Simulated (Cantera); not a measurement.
A perfectly stirred reactor is fed with 64.5 % CH4, 35.5 % H2O, at 0.133 bar; it is held at 2000 K, and followed from long to short residence time.

Cantera simulation using GRI-Mech 3.0 (53 species, 325 reactions); the numbers are that mechanism's predictions, not measurements. GRI-Mech 3.0 stops at C3 and has no aromatics, soot or wall deposition, so with more carbon than oxygen in the feed, carbon stays in small species such as C2H2 where larger ones or solid carbon would form.

Problem. Predict: x(CH4) at τ = 2.70 s; x(H2O) at τ = 2.70 s; x(CH2) at τ = 2.70 s; x(C2H2) at τ = 2.70 s; x(CH2CO) at τ = 2.70 s; x(CH4) at τ = 97.0 ms; x(H2O) at τ = 97.0 ms; x(CH2) at τ = 97.0 ms; x(C2H2) at τ = 97.0 ms; x(CH2CO) at τ = 97.0 ms.

Solution. 
* **x(CH4) at τ = 2.70 s**: 0.00358
* **x(H2O) at τ = 2.70 s**: 0.00518
* **x(CH2) at τ = 2.70 s**: 2.24e-6
* **x(C2H2) at τ = 2.70 s**: 0.0738
* **x(CH2CO) at τ = 2.70 s**: 2.11e-6
* **x(CH4) at τ = 97.0 ms**: 0.0193
* **x(H2O) at τ = 97.0 ms**: 0.0718
* **x(CH2) at τ = 97.0 ms**: 8.85e-6
* **x(C2H2) at τ = 97.0 ms**: 0.106
* **x(CH2CO) at τ = 97.0 ms**: 3.64e-5
